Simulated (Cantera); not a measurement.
Input (Python, Cantera) and output of one run.

```python
import numpy as np
import cantera as ct

gas_names = """
    B BCL BCL2 BCL3 BH BH2 BH3 BO BOCL BO2 B2 B2O B2O2 B2O3 B3O3CL3 B3O3H3 CL CLO CL2 H HBO HBO2 HCL
    HOCL HO2 H2 H2O H2O2 H3B3O6 O OH O2 O3
""".split()
cond_names = """
    B(b) B(L) B2O3(L) B3O3H3(cr) H2O(s) H2O(L)
""".split()


# ... load() reads the species with a 1 bar reference pressure and builds the phases ...
atoms = {
    'B': {'B': 1},
    'HCl': {'H': 1, 'CL': 1},
    'O2': {'O': 2},
}
top_T = {}  # K; cautious upper limits of use, not melting points


# ... equilibrate(T, P, feed) seeds the gas with the atoms and calls Mixture.equilibrate('TP', solver="gibbs", rtol=1e-10, max_steps=50000) ...
results = []
feed = {'B': 1, 'HCl': 1.8, 'O2': 0.099}  # mol
T = 1300  # K
for P in [1000, 3200, 10000, 32000, 100000, 320000, 1000000]:
    mix = equilibrate(T, P, feed)
    results.append((T, P, feed, dict(zip(mix.species_names, mix.species_moles))))

top = {s: max(r[3][s] / sum(r[3][g] for g in gas_names) for r in results) for s in gas_names}
cols = sorted((s for s in top if top[s] > 1e-05), key=lambda s: -top[s])[:7]
seen = [c for c in cond_names if any(r[3].get(c, 0) > 1e-12 for r in results)]
print("log10 of partial pressures in bar; condensed amounts in mol")
print(f"{'P/Pa':>10s}" + "".join(f"{s[:9]:>10s}" for s in cols + seen))
for T, P, feed, n in results:
    ng = sum(n[g] for g in gas_names)
    print(f"{P:10.4g}" + "".join(f"{np.log10(max(n[s] / ng * P / 1e5, 1e-99)):10.3f}" for s in cols)
          + "".join(f"{n.get(c, 0):10.4g}" for c in seen))
```

It prints:

```
log10 of partial pressures in bar; condensed amounts in mol
      P/Pa        H2       HCL      BCL3   B3O3CL3    B3O3H3      BOCL       HBO      B(b)
      1000    -2.401    -2.476    -2.649    -3.398    -5.991    -4.665    -4.817    0.4441
      3200    -1.868    -2.030    -2.112    -2.882    -5.213    -4.493    -4.558    0.4204
     1e+04    -1.349    -1.597    -1.590    -2.383    -4.457    -4.326    -4.306    0.3991
   3.2e+04    -0.824    -1.158    -1.061    -1.876    -3.691    -4.158    -4.051    0.3794
     1e+05    -0.313    -0.731    -0.546    -1.383    -2.946    -3.993    -3.802     0.362
   3.2e+05     0.207    -0.297    -0.023    -0.884    -2.192    -3.827    -3.551    0.3458
     1e+06     0.712     0.126     0.488    -0.402    -1.462    -3.666    -3.308     0.331
```

Method: chemical equilibrium by Gibbs-energy minimisation in Cantera with the NASA 1993 tables (ideal gas, pure condensed phases). The tables' values for BOCl, BCl2, BCl are old estimates; treat these amounts as uncertain. Gases not in the tables: BHCl2.
